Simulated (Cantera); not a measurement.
Feed: 1 mol Al, 3.4 mol N2O, 160 mol N2, held at 19.0 Pa.

Method: chemical equilibrium by Gibbs-energy minimisation in Cantera with the NASA 1993 tables (ideal gas, pure condensed phases). Candidate condensed phases: Al, AlN, Al2O3; 16 gas species. Kinetics and transport are ignored.

x: gas mole fraction; n: condensed amount in mol.

```json
[
 {"T (K)": "998", "x N2": "0.994", "x O2": "0.00578", "x O": "8.16e-10", "x NO": "5.70e-6", "x AlO": "<1e-12", "n Al2O3(s)": "0.500"},
 {"T (K)": "1073", "x N2": "0.994", "x O2": "0.00577", "x O": "6.86e-9", "x NO": "1.23e-5", "x AlO": "<1e-12", "n Al2O3(s)": "0.500"},
 {"T (K)": "1148", "x N2": "0.994", "x O2": "0.00577", "x O": "4.37e-8", "x NO": "2.40e-5", "x AlO": "<1e-12", "n Al2O3(s)": "0.500"},
 {"T (K)": "1223", "x N2": "0.994", "x O2": "0.00576", "x O": "2.22e-7", "x NO": "4.32e-5", "x AlO": "<1e-12", "n Al2O3(s)": "0.500"},
 {"T (K)": "1298", "x N2": "0.994", "x O2": "0.00574", "x O": "9.38e-7", "x NO": "7.26e-5", "x AlO": "<1e-12", "n Al2O3(s)": "0.500"},
 {"T (K)": "1373", "x N2": "0.994", "x O2": "0.00572", "x O": "…", "x NO": "…", "x AlO": "<1e-12", "n Al2O3(s)": "0.500"},
 {"T (K)": "1448", "x N2": "0.994", "x O2": "0.00569", "x O": "1.07e-5", "x NO": "0.000174", "x AlO": "<1e-12", "n Al2O3(s)": "0.500"},
 {"T (K)": "1523", "x N2": "0.994", "x O2": "0.00564", "x O": "3.01e-5", "x NO": "0.000252", "x AlO": "<1e-12", "n Al2O3(s)": "0.500"},
 {"T (K)": "1598", "x N2": "0.994", "x O2": "0.00557", "x O": "7.66e-5", "x NO": "0.000351", "x AlO": "<1e-12", "n Al2O3(s)": "0.500"},
 {"T (K)": "1673", "x N2": "0.994", "x O2": "0.00545", "x O": "…", "x NO": "…", "x AlO": "…", "n Al2O3(s)": "0.500"},
 {"T (K)": "1748", "x N2": "0.994", "x O2": "0.00528", "x O": "0.000386", "x NO": "0.000617", "x AlO": "2.39e-10", "n Al2O3(s)": "0.500"},
 {"T (K)": "1823", "x N2": "0.993", "x O2": "0.00500", "x O": "0.000774", "x NO": "0.000778", "x AlO": "2.95e-9", "n Al2O3(s)": "0.500"},
 {"T (K)": "1898", "x N2": "0.993", "x O2": "0.00458", "x O": "0.00144", "x NO": "0.000945", "x AlO": "3.01e-8", "n Al2O3(s)": "0.500"},
 {"T (K)": "1973", "x N2": "0.992", "x O2": "0.00398", "x O": "0.00248", "x NO": "0.00110", "x AlO": "2.61e-7", "n Al2O3(s)": "0.500"}
]
```

Question: Some entries are withheld; supply them.

Answer: 
- 1673, x O: 0.000179
- 1673, x NO: 0.000473
- 1673, x AlO: 1.55e-11
- 1373, x O: 3.38e-6
- 1373, x NO: 0.000115
